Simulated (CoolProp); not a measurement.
Saturated liquid density (kg/m³) of normal hydrogen: the reference equation beside estimates from Tc = -240.0 °C, pc = 12.96 bar, ω = -0.219.

The numbers come from the reference Helmholtz-energy equation of state, Leachman 2009 in CoolProp.

```json
[
 {"T (°C)": "-248.55", "reference": "65.31", "van der Waals": "52.05", "Redlich-Kwong": "74.77", "Peng-Robinson": "77.69"},
 {"T (°C)": "-247.65", "reference": "63.91", "van der Waals": "50.61", "Redlich-Kwong": "72.19", "Peng-Robinson": "75.00"},
 {"T (°C)": "-246.85", "reference": "62.56", "van der Waals": "49.25", "Redlich-Kwong": "69.75", "Peng-Robinson": "72.48"},
 {"T (°C)": "-245.95", "reference": "60.93", "van der Waals": "47.62", "Redlich-Kwong": "66.80", "Peng-Robinson": "69.44"},
 {"T (°C)": "-245.05", "reference": "59.13", "van der Waals": "45.85", "Redlich-Kwong": "63.61", "Peng-Robinson": "66.17"},
 {"T (°C)": "-244.15", "reference": "57.12", "van der Waals": "43.90", "Redlich-Kwong": "60.11", "Peng-Robinson": "62.61"},
 {"T (°C)": "-243.35", "reference": "55.09", "van der Waals": "41.99", "Redlich-Kwong": "56.68", "Peng-Robinson": "59.12"},
 {"T (°C)": "-242.45", "reference": "52.41", "van der Waals": "39.52", "Redlich-Kwong": "52.30", "Peng-Robinson": "54.70"},
 {"T (°C)": "-241.55", "reference": "49.01", "van der Waals": "36.55", "Redlich-Kwong": "47.10", "Peng-Robinson": "49.46"},
 {"T (°C)": "-240.65", "reference": "43.92", "van der Waals": "32.50", "Redlich-Kwong": "40.16", "Peng-Robinson": "42.51"}
]
```

Absolute difference from the reference over all 10 rows, mean and median: van der Waals 23.0 and 22.8 %, Redlich-Kwong 7.7 and 8.1 %, Peng-Robinson 10.3 and 10.8 %.
